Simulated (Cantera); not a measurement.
A Cantera script and what it prints.

```python
import numpy as np
import cantera as ct

gas_names = [...]  # 109 gases of nasa_gas.yaml made of C, Cl, H, Si
cond_names = """
    C(gr) C6H6(L) C7H8(L) C8H18(L),n-octa Si(cr) Si(L) SiC(b)
""".split()


# ... load() reads the species with a 1 bar reference pressure and builds the phases ...
atoms = {
    'CH3SiCl3': {'C': 1, 'H': 3, 'Si': 1, 'CL': 3},
    'HCl': {'H': 1, 'CL': 1},
    'H2': {'H': 2},
}
top_T = {'C(gr)': 4500, 'SiC(b)': 3050}  # K; cautious upper limits of use, not melting points


# ... equilibrate(T, P, feed) seeds the gas with the atoms and calls Mixture.equilibrate('TP', solver="vcs", rtol=1e-11, max_steps=5000) ...
results = []
feed = {'CH3SiCl3': 1, 'HCl': 0.17, 'H2': 270}  # mol
T = 2598  # K
P = 690  # Pa
mix = equilibrate(T, P, feed)
results.append((T, P, feed, dict(zip(mix.species_names, mix.species_moles))))
print(gas.report(threshold=1e-06))
for i in range(1, mix.n_phases):
    print(f"{mix.phase(i).name:16s} {mix.phase_moles(i):12.5e} mol")
```

Output:

```
       temperature   2598 K
          pressure   690 Pa
           density   6.6674e-05 kg/m^3
  mean mol. weight   2.0873 kg/kmol
   phase of matter   gas

                          1 kg             1 kmol
                     ---------------   ---------------
          enthalpy        6.9416e+07        1.4489e+08  J
   internal energy        5.9067e+07        1.2329e+08  J
           entropy        1.1121e+05        2.3213e+05  J/K
    Gibbs function       -2.1952e+08       -4.5819e+08  J
 heat capacity c_p             14608             30491  J/K
 heat capacity c_v             10625             22177  J/K

                      mass frac. Y      mole frac. X     chem. pot. / RT
                     ---------------   ---------------   ---------------
                 C        0.00017966        3.1221e-05           -4.3909
                CH        1.2351e-05        1.9801e-06           -17.287
               CH2        1.0389e-05         1.546e-06           -30.184
               CH3        9.0119e-06        1.2511e-06           -43.081
                C2        4.2269e-05        3.6728e-06           -8.7817
               C2H        0.00076846        6.4082e-05           -21.678
    C2H2,acetylene          0.015717         0.0012599           -34.575
   C2H2,vinylidene        1.6845e-05        1.3503e-06           -34.575
                C3        0.00023923        1.3858e-05           -13.173
              C4H2        2.5273e-05        1.0538e-06           -43.357
                CL          0.046377         0.0027306           -28.564
                 H           0.17486           0.36209           -12.897
               HCL           0.11729         0.0067149           -41.461
                H2            0.6028            0.6241           -25.793
                Si          0.037783          0.002808            -13.51
              SiC2         0.0029898        0.00011976           -22.292
              SiCL        0.00019354        6.3582e-06           -42.075
               SiH        0.00058795        4.2182e-05           -26.407
              SiH2        2.6059e-05         1.807e-06           -39.303
              Si2C        3.9915e-05         1.222e-06           -31.411
     [  +89 minor]        3.5463e-05        1.4632e-06

C(gr)             0.00000e+00 mol
Si(L)             0.00000e+00 mol
SiC(b)            0.00000e+00 mol
```

Equilibrium computed with Cantera from the NASA thermochemical tables; the gas is ideal and each condensed phase is pure. The feed counts by its element totals alone.
